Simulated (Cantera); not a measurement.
# Ignition delay

Mixture: CH4 : C2H6 : C3H8 : O2 : N2 = 1 : 0.18 : 0.25 : 3.88 : 14.6 (molar parts), at 480000 Pa, adiabatic and at constant pressure. Ignition delay is the time to a rise of 400 K.

Cantera simulation using GRI-Mech 3.0 (53 species, 325 reactions); the numbers are that mechanism's predictions, not measurements. GRI-Mech 3.0 was tuned for natural gas; its chemistry of propane as a main component is partial and can be far from experiment.

| T0 (K) | delay (ms) |
|---|---|
| 1200 | 1.25 |
| 1275 | 0.464 |
| 1350 | 0.186 |
| 1425 | 0.0819 |
| 1500 | 0.0398 |
| 1575 | 0.0214 |
| 1650 | 0.0126 |

```
Property                                                 Value
--------------------------------------------------  ----------
apparent activation energy between 1500 and 1650 K  160 kJ/mol
```
